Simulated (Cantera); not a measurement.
Input: 1 mol CH₃SiCl₃, 0.015 mol C₃H₈, 1100 mol H₂, equilibrated at 0.0200 bar.

These are equilibrium values from Cantera (NASA tables, ideal gas, pure condensed phases), not measurements of a reactor. Candidate condensed phases: C, C₆H₆, C₇H₈, C₈H₁₈, Si, SiC; 109 gas species. The feed counts by its element totals alone. Gases not in the tables: Si₂H₆ and higher silanes. Kinetics and transport are ignored. All values below are at 1700 °C.

Base state: H₂ 0.987, H 0.00948, HCl 0.00268, Si 0.000177, C₂H₂ (acetylene) 0.000124, Cl 1.92e-5, SiH 1.79e-5, SiH₂ 1.00e-5 (mole fractions); condensed: SiC(s).

### Question
What changes in the equilibrium state with this change: H₂ from 1100 to 7.1 mol?

### Answer
```
species            before     after
----------------  -------  --------
H₂                  0.987     0.710
HCl               0.00268     0.266
SiCl₂             2.01e-6    0.0122
SiCl₃               <1e-9  0.000139
Cl                1.92e-5   0.00225
SiCl              2.28e-6  0.000119
SiC(s), mol         0.757     0.871
C(graphite), mol        0     0.164
```
The tables' values for SiCl₃, SiCl are old estimates; treat these amounts as uncertain.
